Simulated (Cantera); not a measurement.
A closed system holds: 1 mol H2O, 0.39 mol O2, 3.5 mol H2, equilibrated at 2027 °C and 75.0 Torr.

Equilibrium computed with Cantera from the NASA thermochemical tables; the gas is ideal and each condensed phase is pure. Rates play no part.

```csv
species,before,after
H2,0.586,0.467
H2O,0.388,0.324
H,0.0234,0.181
OH,0.00250,0.0203
O2,1.88e-5,0.00155
O,6.82e-5,0.00536
```
Gas species are given as mole fractions.

Question: What was changed between the two runs?
(A) temperature from 2027 °C to 2352 °C
(B) pressure from 75.0 Torr to 1.00 Torr
(C) H2 from 3.5 to 0.32 mol
(D) O2 from 0.39 to 0.14 mol

Answer: B, pressure from 75.0 Torr to 1.00 Torr
